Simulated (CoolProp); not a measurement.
Vapour pressure (kPa) of C3F8 (R218): the reference equation beside estimates from Tc = 71.9 °C, pc = 2640 kPa, ω = 0.317. Clausius-Clapeyron is anchored at -58.15 °C with a constant enthalpy of vaporisation of 21.16 kJ/mol.

Computed with CoolProp (reference Helmholtz-energy equation of state, Lemmon 2006). It is a short technical equation, of lower accuracy than the large ones.

```tsv
T (°C)	reference	Clausius-Clapeyron	Soave-Redlich-Kwong	Peng-Robinson
-69.15	17.70	18.15	17.52	18.04
-58.15	34.36	34.36	34.09	34.68
-47.15	61.81	61.14	61.50	61.96
-36.15	104.3	103.1	104.1	104.1
-25.15	166.7	166.0	166.9	166.0
-14.15	254.5	256.7	255.7	253.3
-3.15	373.7	383.2	376.8	372.3
7.95	532.3	556.0	538.6	531.5
18.95	734.5	781.9	745.5	735.4
29.95	989.0	1073	1006	993.6
40.95	1305	1439	1329	1315
51.95	1693	1893	1722	1708
```

Absolute difference from the reference over all 12 rows, mean and median: Clausius-Clapeyron 4.2 and 2.5 %, Soave-Redlich-Kwong 1.0 and 0.9 %, Peng-Robinson 0.6 and 0.4 %.
